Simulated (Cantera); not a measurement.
An adiabatic, constant-pressure homogeneous reactor starts with CH₄ : O₂ : N₂ : H₂O = 1 : 3.03 : 11.4 : 3.8 (molar parts), equivalence ratio 0.66, at 1325 K and 1.01 bar.

Model: GRI-Mech 3.0 (53 species, 325 reactions), integrated in Cantera.

Question: Predict: time of steepest temperature rise; temperature at 2.00 s; equilibrium temperature; x(O₂) at 2.00 s; x(H₂O) at 2.00 s; x(H) at 2.00 s.

Answer: 
* **time of steepest temperature rise**: 10.9 ms
* **temperature at 2.00 s**: 2261 K
* **equilibrium temperature**: 2261 K
* **x(O₂) at 2.00 s**: 0.0501 (gas-phase equilibrium 0.0501)
* **x(H₂O) at 2.00 s**: 0.294 (gas-phase equilibrium 0.294)
* **x(H) at 2.00 s**: 0.000368 (gas-phase equilibrium 0.000368)
